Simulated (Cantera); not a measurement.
An isothermal, constant-pressure homogeneous reactor starts with 34.6 % NO, 65.4 % N₂, at 1898 K and 0.0120 bar.

Computed with Cantera and GRI-Mech 3.0 (53 species, 325 reactions). Radical loss at walls, strong at low pressure, is not modelled.

Predict: x(NO) at 60.0 s; x(N₂O) at 60.0 s; x(O) at 60.0 s; x(N₂) at 60.0 s; x(NO₂) at 60.0 s.


```json
{
 "x(NO) at 60.0 s": "0.131 (gas-phase equilibrium 0.00526)",
 "x(N₂O) at 60.0 s": "4.51e-6 (gas-phase equilibrium 3.34e-8)",
 "x(O) at 60.0 s": "0.000903 (gas-phase equilibrium 0.00111)",
 "x(N₂) at 60.0 s": "0.761 (gas-phase equilibrium 0.824)",
 "x(NO₂) at 60.0 s": "2.08e-5 (gas-phase equilibrium 1.07e-6)"
}
```
